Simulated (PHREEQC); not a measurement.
0.032 g of hydrous ferric oxide (600 m²/g; 0.2 weak and 0.005 strong sites per Fe, Dzombak-Morel constants, diffuse double layer) in 1 kg of water with 0.05 mol/kgw of an inert sodium salt and 2.6e-07 mol/kgw Na2SeO4, at 25 °C; the pH is set by adding NaOH or the inert anion's acid. O2 is buffered at 0.21 atm. The system is closed to CO2. Nothing may precipitate in this run.

Model: ion-association model, wateq4f.dat, run in PHREEQC.

Problem. Predict Se sorbed (%) at pH = 4, 7.5.

Solution. 
| pH | Se sorbed (%) |
|---|---|
| 4 | 96.5 |
| 7.5 | 0.2 |
